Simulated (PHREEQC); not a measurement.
**Hard or scaling water: an equilibrium model**

A solution holds 0.89 mmol/kgw CaSO4, 0.52 mmol/kgw CO2 and 0.15 mmol/kgw NaCl, at 25 °C. Closed to the air; pH follows from the charge balance.

All values are PHREEQC results (ion-association model, wateq4f.dat), not measurements.

The pH is 4.83 and the ionic strength is 0.00341 mol/kgw.

```json
[
 {"species": "Ca+2", "molality": "0.000811", "activity": "0.000632", "log γ": "-0.108"},
 {"species": "SO4-2", "molality": "0.000809", "activity": "0.000630", "log γ": "-0.109"},
 {"species": "CO2", "molality": "0.000504", "activity": "0.000504", "log γ": "0.000"},
 {"species": "Cl-", "molality": "0.000150", "activity": "0.000141", "log γ": "-0.028"},
 {"species": "Na+", "molality": "0.000150", "activity": "0.000140", "log γ": "-0.027"},
 {"species": "CaSO4", "molality": "7.94e-5", "activity": "7.94e-5", "log γ": "0.000"}
]
```

Precipitation was switched off in this run.
